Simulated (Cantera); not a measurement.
Cantera run:

```python
import numpy as np
import cantera as ct

gas_names = [...]  # 151 gases of nasa_gas.yaml made of C, H, N, O, Si
cond_names = """
    C(gr) C6H6(L) C7H8(L) C8H18(L),n-octa H2O(s) H2O(L) Si(cr) Si(L) SiC(b) SiO2(Lqz) SiO2(hqz) SiO2(L)
    Si2N2O(s) Si3N4(a)
""".split()


# ... load() reads the species with a 1 bar reference pressure and builds the phases ...
atoms = {
    'Si': {'Si': 1},
    'CO2': {'C': 1, 'O': 2},
    'N2': {'N': 2},
    'H2O': {'H': 2, 'O': 1},
}
top_T = {'C(gr)': 4500, 'SiC(b)': 3050, 'Si2N2O(s)': 2100, 'Si3N4(a)': 2400}  # K; cautious upper limits of use, not melting points


# ... equilibrate(T, P, feed) seeds the gas with the atoms and calls Mixture.equilibrate('TP', solver="vcs", rtol=1e-11, max_steps=5000) ...
results = []
feed = {'Si': 1, 'CO2': 0.045, 'N2': 1.3, 'H2O': 0.0017}  # mol
P = 1333.22  # Pa
for T in [1173, 1273, 1373, 1473, 1573, 1673, 1773, 1873, 1973, 2073]:
    mix = equilibrate(T, P, feed)
    results.append((T, P, feed, dict(zip(mix.species_names, mix.species_moles))))

top = {s: max(r[3][s] / sum(r[3][g] for g in gas_names) for r in results) for s in gas_names}
cols = sorted((s for s in top if top[s] > 1e-06), key=lambda s: -top[s])[:5]
seen = [c for c in cond_names if any(r[3].get(c, 0) > 1e-12 for r in results)]
print("log10 of partial pressures in bar; condensed amounts in mol")
print(f"{'T/K':>10s}" + "".join(f"{s[:9]:>10s}" for s in cols + seen))
for T, P, feed, n in results:
    ng = sum(n[g] for g in gas_names)
    print(f"{T:10.4g}" + "".join(f"{np.log10(max(n[s] / ng * P / 1e5, 1e-99)):10.3f}" for s in cols)
          + "".join(f"{n.get(c, 0):10.4g}" for c in seen))
```

Output:

```
log10 of partial pressures in bar; condensed amounts in mol
       T/K        N2       SiO        CO        Si        H2     C(gr)     Si(L)    SiC(b) Si2N2O(s)  Si3N4(a)
      1173    -1.876   -12.517    -7.863   -16.333    -4.468     0.045         0         0    0.0917    0.2722
      1273    -1.876   -10.478    -6.712   -13.905    -4.469   0.04498         0         0   0.09169    0.2722
      1373    -1.876    -8.743    -5.731   -11.835    -4.470   0.04489         0         0   0.09161    0.2723
      1473    -1.876    -7.247    -5.280   -10.050    -4.489         0         0   0.04471   0.09142    0.2575
      1573    -1.877    -5.947    -4.933    -8.495    -4.490         0         0   0.04438   0.09103    0.2578
      1673    -1.877    -4.805    -4.627    -7.129    -4.493         0         0   0.04376   0.08965    0.2587
      1773    -1.883    -3.794    -4.361    -5.916    -4.506         0         0   0.04268   0.08087    0.2623
      1873    -1.906    -3.122    -3.913    -5.055    -4.826         0    0.8878   0.03218         0         0
      1973    -1.906    -3.166    -3.717    -4.501    -4.868         0    0.8997   0.02478         0         0
      2073    -1.909    -3.225    -3.561    -4.001    -4.946         0    0.9091   0.01559         0         0
```

These are equilibrium values from Cantera (NASA tables, ideal gas, pure condensed phases), not measurements of a reactor. N2 is the only nitrogen source here; it is nearly inert below about 1500 K, so the nitride shown seldom forms there in practice. Mutual solubility and eutectic melting of coexisting phases are not modelled. The tables' values for SiN are old estimates; treat these amounts as uncertain.
